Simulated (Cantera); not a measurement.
Equilibrium for boron, boron nitride and boron oxide: B2H6 + O2 + H2

Feed: 1 mol B2H6, 5.2 mol O2, 0.55 mol H2, equilibrated at 29000 Pa.

These are equilibrium values from Cantera (NASA tables, ideal gas, pure condensed phases), not measurements of a reactor. Candidate condensed phases: B, B2O3, B3O3H3, H2O; 23 gas species. The feed counts by its element totals alone. Gases not in the tables: H3BO3. The numbers say what is thermodynamically allowed, not how fast it happens.

```csv
T (K),x H2O,x O2,x HBO2,x B2O3,x OH,x BO2,n B2O3(l)
1375,0.637,0.350,0.0107,4.54e-6,9.33e-5,1.95e-6,0.956
1450,0.628,0.348,0.0225,2.59e-5,0.000193,8.60e-6,0.926
1525,0.611,0.344,0.0437,0.000124,0.000369,3.26e-5,0.867
1600,0.582,0.337,0.0785,0.000506,0.000655,0.000108,0.766
1675,0.538,0.328,0.131,0.00181,0.00108,0.000321,0.598
1750,0.475,0.313,0.203,0.00577,0.00166,0.000862,0.335
1825,0.408,0.296,0.277,0.0145,0.00240,0.00198,0
1900,0.409,0.295,0.273,0.0161,0.00367,0.00296,0
1975,0.409,0.294,0.268,0.0176,0.00542,0.00429,0
2050,0.410,0.292,0.263,0.0191,0.00779,0.00604,0
2125,0.409,0.290,0.258,0.0204,0.0109,0.00826,0
2200,0.408,0.288,0.252,0.0216,0.0148,0.0110,0
```
x: gas mole fraction; n: condensed amount in mol.

From 1375 K to 1750 K the condensed part is B2O3(l). From 1825 K to 2200 K nothing is condensed.
